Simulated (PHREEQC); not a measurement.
**Leach liquor (model solution)**

Make-up at 25 °C: 89 mmol/kgw H2SO4, 9.2 mmol/kgw ZnSO4 and 0.053 mmol/kgw MnSO4. Closed to the air; pH follows from the charge balance.

Model: ion-association model, wateq4f.dat, run in PHREEQC.

This is a speciation only: nothing precipitates in the calculation.

### Question
Predict the pH.

### Answer
pH 1.07.

### Question
In which forms is Zn present?

### Answer
Zn+2 61 %, ZnSO4 34 %, Zn(SO4)2-2 5.6 % of the Zn.
